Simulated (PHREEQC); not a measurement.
Dissolve 0.0029 mol H2SO4 and 0.027 mol CuSO4 per kg of water at 75 °C. Closed to the air; pH follows from the charge balance.

The numbers come from PHREEQC with the ion-association model, phreeqc.dat.

This is a speciation only: nothing precipitates in the calculation.

Q: Order these S species by the share of S that they hold, largest first: HSO4-, SO4-2, CuSO4.

A: SO4-2 (51 %), CuSO4 (36 %), HSO4- (13 %)

The pH is 2.82 and the ionic strength 0.0655 mol/kgw. Constants without temperature data keep their 25 °C values here.
